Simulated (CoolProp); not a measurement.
The fluid at 298.15 K and 0.476 MPa is throttled through a valve to 0.0757 MPa with no heat exchange. The same conditions are run with several fluids, on thermodynamics alone (safety and materials aside).

The numbers come from the reference Helmholtz-energy equation of state of each fluid (R152A: Outcalt 1996; dry air: Lemmon 2000; sulfur hexafluoride: Guder 2009; R22: Kamei 1995; ethane: Bücker 2006) in CoolProp. Blends and air are pseudo-pure fits.

Question: Rank R152A, dry air, sulfur hexafluoride, R22, ethane by temperature change (K), highest first.

Answer: dry air (-0.9), sulfur hexafluoride (-3.9), ethane (-4.5), R22 (-9.3), R152A (-12.4)

| fluid | final density (kg/m³) |
|---|---|
| R152A | 2.14 |
| dry air | 0.887 |
| sulfur hexafluoride | 4.56 |
| R22 | 2.76 |
| ethane | 0.938 |
